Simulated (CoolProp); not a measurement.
Saturation properties of cis-2-butene (Tc = 435.8 K, pc = 4236 kPa, ω = 0.202).

Model: reference Helmholtz-energy equation of state, Lemmon 2005, in CoolProp. It is a short technical equation, of lower accuracy than the large ones.

| T (K) | p (kPa) | liquid cp (kJ/(kg K)) | surface tension (mN/m) |
|---|---|---|---|
| 345.6 | 783.1 | 2.520 | 8.29 |
| 350.9 | 884.4 | 2.561 | 7.69 |
| 356.2 | 995.1 | 2.606 | 7.09 |
| 361.5 | 1116 | 2.654 | 6.51 |
| 366.8 | 1247 | 2.708 | 5.93 |
| 372.2 | 1391 | 2.768 | 5.36 |
| 377.5 | 1545 | 2.835 | 4.81 |
| 382.8 | 1711 | 2.911 | 4.27 |
| 388.1 | 1890 | 3.000 | 3.74 |
| 393.4 | 2083 | 3.105 | 3.23 |
| 398.7 | 2290 | 3.233 | 2.74 |

It boils at 276.9 K under 1 atm.

Surface tension comes from a separate correlation (Mulero 2014).
